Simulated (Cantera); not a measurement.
A Cantera script and what it prints.

```python
import numpy as np
import cantera as ct

gas_names = """
    H HNO HNO2 HNO3 HO2 H2 H2O H2O2 N NH NH2 NH3 NH2OH NO NO2 NO3 N2 N2H2 N2H4 N2O O OH O2 O3 Si SiH
    SiH2 SiH3 SiH4 SiN SiO SiO2 Si2 Si2N Si3
""".split()
cond_names = """
    H2O(s) H2O(L) Si(cr) Si(L) SiO2(Lqz) SiO2(hqz) SiO2(L) Si2N2O(s) Si3N4(a)
""".split()


# ... load() reads the species with a 1 bar reference pressure and builds the phases ...
atoms = {
    'Si2H6': {'Si': 2, 'H': 6},
    'NO': {'N': 1, 'O': 1},
    'N2': {'N': 2},
}
top_T = {'Si2N2O(s)': 2100, 'Si3N4(a)': 2400}  # K; cautious upper limits of use, not melting points


# ... equilibrate(T, P, feed) seeds the gas with the atoms and calls Mixture.equilibrate('TP', solver="vcs", rtol=1e-11, max_steps=5000) ...
results = []
T = 675  # K
P = 15000  # Pa
for m in [0.2, 0.29, 0.42, 0.6, 0.87, 1.2, 1.8, 2.6, 3.7]:
    feed = {'Si2H6': 1, 'NO': m, 'N2': 1.4}  # mol
    mix = equilibrate(T, P, feed)
    results.append((T, P, feed, dict(zip(mix.species_names, mix.species_moles))))

top = {s: max(r[3][s] / sum(r[3][g] for g in gas_names) for r in results) for s in gas_names}
cols = sorted((s for s in top if top[s] > 1e-05), key=lambda s: -top[s])[:5]
seen = [c for c in cond_names if any(r[3].get(c, 0) > 1e-12 for r in results)]
print("log10 of partial pressures in bar; condensed amounts in mol")
print(f"{'n(NO)':>10s}" + "".join(f"{s[:9]:>10s}" for s in cols + seen))
for T, P, feed, n in results:
    ng = sum(n[g] for g in gas_names)
    print(f"{feed['NO']:10.4g}" + "".join(f"{np.log10(max(n[s] / ng * P / 1e5, 1e-99)):10.3f}" for s in cols)
          + "".join(f"{n.get(c, 0):10.4g}" for c in seen))
```

Result:

```
log10 of partial pressures in bar; condensed amounts in mol
     n(NO)        H2        N2       NH3 SiO2(Lqz) Si2N2O(s)  Si3N4(a)
       0.2    -0.857    -1.967    -4.151         0       0.2    0.5333
      0.29    -0.867    -1.855    -4.111         0      0.29    0.4733
      0.42    -0.881    -1.738    -4.073         0      0.42    0.3867
       0.6    -0.899    -1.623    -4.044         0       0.6    0.2667
      0.87    -0.926    -1.505    -4.024         0      0.87   0.08667
       1.2    -0.956    -1.405    -4.020    0.1333    0.9333         0
       1.8    -1.007    -1.289    -4.038    0.5333    0.7333         0
       2.6    -1.066    -1.194    -4.079     1.067    0.4667         0
       3.7    -1.136    -1.114    -4.144       1.8       0.1         0
```

Equilibrium computed with Cantera from the NASA thermochemical tables; the gas is ideal and each condensed phase is pure. The feed counts by its element totals alone.
